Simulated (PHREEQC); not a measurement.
0.26 g of hydrous ferric oxide (600 m²/g; 0.2 weak and 0.005 strong sites per Fe, Dzombak-Morel constants, diffuse double layer) in 1 kg of water with 0.1 mol/kgw of an inert sodium salt and 0.27 mmol/kgw Na2SO4, 0.0011 mmol/kgw PbCl2 and 0.043 mmol/kgw ZnCl2, at 25 °C; the pH is set by adding NaOH or the inert anion's acid. Oxygen alone is held at its pressure in air (log pO2 = -0.68). CO2 from the air is kept out. Precipitation was switched off in this run.

Base run: PHREEQC, ion-association model, wateq4f.dat. Each further column changes one thing. The table gives Zn sorbed (%).

```csv
pH,base,no electrostatic term (-no_edl),background salt from 0.1 to 0.01 mol/kgw,oxide from 0.26 to 1.3 g/kgw,0.0013 mol/kgw Na2HAsO4 added
3,0.0,0.0,0.0,0.0,0.0
3.5,0.0,0.0,0.0,0.0,0.0
4.5,0.3,0.3,0.4,1.2,0.3
5,2.1,2.5,3.2,8.7,2.4
5.5,11.0,14.2,14.6,38.8,13.3
6.5,47.3,65.4,53.6,95.5,37.8
7,77.8,92.0,82.9,99.3,75.2
7.5,95.4,98.4,96.6,99.9,97.4
8.5,99.9,99.8,99.9,100.0,100.0
9,99.9,99.6,99.9,100.0,100.0
9.5,99.9,97.7,99.9,100.0,100.0
10.5,99.8,47.7,99.9,100.0,99.9
11,99.4,21.6,99.8,100.0,99.8
```

The oxide is taken as insoluble; below pH 4 it would dissolve. In at least one series the solution becomes supersaturated in solids that the run did not let form, among them Zn(OH)2-e. The database has no arsenate complexes of Pb, Zn.
